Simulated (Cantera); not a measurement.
# Thermodynamics of halide evaporation, hydrolysis and transport, feed SrCl₂ + O₂ + H₂

Input: 1 mol SrCl₂, 2.7 mol O₂, a varied amount of H₂, held at 1377 °C and 0.100 bar.

These are equilibrium values from Cantera (NASA tables, ideal gas, pure condensed phases), not measurements of a reactor. Candidate condensed phases: H₂O, Sr, SrCl₂, SrO, Sr(OH)₂; 20 gas species. Condensed phases not in the tables: oxide chlorides. Equilibrium is a limit: real reactors are often held back by kinetics, nucleation or transport.

```
n(H₂) (mol)  log p H₂  log p H₂O  log p SrCl₂  log p HCl  log p H  log p SrCl  log p Sr(OH)₂  log p Cl  n SrO(s)
-----------  --------  ---------  -----------  ---------  -------  ----------  -------------  --------  --------
30              -1.10      -1.78        -2.61      -2.80    -4.59       -5.72          -6.25     -6.40     0.245
39              -1.08      -1.89        -2.72      -2.91    -4.58       -5.71          -6.36     -6.52     0.245
51              -1.06      -2.00        -2.84      -3.02    -4.57       -5.70          -6.47     -6.64     0.245
67              -1.04      -2.12        -2.96      -3.14    -4.56       -5.69          -6.59     -6.77     0.245
87              -1.03      -2.23        -3.07      -3.25    -4.56       -5.69          -6.70     -6.88     0.245
110             -1.03      -2.33        -3.17      -3.35    -4.55       -5.69          -6.80     -6.99     0.244
150             -1.02      -2.47        -3.30      -3.49    -4.55       -5.68          -6.94     -7.13     0.244
190             -1.01      -2.57        -3.40      -3.59    -4.55       -5.68          -7.04     -7.23     0.243
250             -1.01      -2.69        -3.52      -3.71    -4.55       -5.68          -7.16     -7.35     0.242
```
log p: log10 of the partial pressure in bar; n: condensed amount in mol.

From 30 mol H₂ to 250 mol H₂ the condensed part is SrO(s). The main Sr-bearing gas is SrCl₂ throughout.
